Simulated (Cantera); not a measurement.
Feed: 1 mol c-C4F8, 0.05 mol H2, held at 97.5 Torr.

Cantera equilibrium calculation (NASA polynomials, part measured and part estimated; ideal gas, pure solids and liquids). Candidate condensed phases: C, C6H6, C7H8, C8H18; 95 gas species. The feed counts by its element totals alone. The tables' values for C2F4 are old estimates; treat these amounts as uncertain. Condensed phases not in the tables: fluorocarbon polymer. Gases not in the tables: C2F6 and larger saturated fluorocarbons. The numbers say what is thermodynamically allowed, not how fast it happens.

x: gas mole fraction; n: condensed amount in mol.

```tsv
T (°C)	x CF4	x CF2	x HF	x F	x CF3	x CF	n C(graphite)
477	0.952	<1e-12	0.0482	<1e-12	<1e-12	<1e-12	2.02
677	0.952	2.44e-10	0.0482	3.81e-12	1.28e-9	<1e-12	2.02
877	0.952	1.23e-7	0.0482	4.00e-9	1.96e-7	<1e-12	2.02
1077	0.952	9.55e-6	0.0482	5.37e-7	6.66e-6	?	2.02
1277	0.951	0.000238	0.0482	2.04e-5	9.04e-5	?	2.02
1477	0.948	0.00280	0.0481	0.000338	0.000671	?	2.02
1677	0.927	0.0195	0.0476	0.00314	0.00323	?	2.00
1877	0.835	0.0895	0.0452	0.0189	0.0108	?	1.93
```

### Question
Some entries are withheld; supply them.

### Answer

- 1077, x CF: 1.96e-11
- 1277, x CF: 5.20e-9
- 1477, x CF: 3.79e-7
- 1677, x CF: 1.13e-5
- 1877, x CF: 0.000174
